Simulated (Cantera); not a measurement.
# N2O furnace oxynitridation

A perfectly stirred reactor is fed with 95.3 % N2O, 4.67 % H2O, at 1.01 bar; it is held at 1575 K, and followed from long to short residence time.

Cantera simulation using GRI-Mech 3.0 (53 species, 325 reactions); the numbers are that mechanism's predictions, not measurements. GRI-Mech 3.0 was tuned for natural gas; its chemistry of N2O as a main component is partial and can be far from experiment. The temperature is held fixed by assumption; the heat of reaction is taken as removed at once.

```tsv
τ (s)	x N2O	x H2O	x O2	x NO2	x NO	x H2O2
10	0.000784	0.0316	0.311	0.000123	0.0227	8.76e-9
3.2	0.00236	0.0316	0.306	0.000180	0.0324	1.18e-8
1.0	0.00705	0.0317	0.296	0.000274	0.0473	1.65e-8
0.33	0.0194	0.0318	0.283	0.000399	0.0659	2.29e-8
0.11	0.0504	0.0323	0.263	0.000551	0.0851	3.12e-8
0.034	0.131	0.0335	0.229	0.000734	0.0979	4.23e-8
0.011	0.294	0.0361	0.177	0.000907	0.0911	5.63e-8
0.0034	0.545	0.0401	0.106	0.000986	0.0614	7.82e-8
```
x: mole fraction; the columns are a selection and need not sum to one.
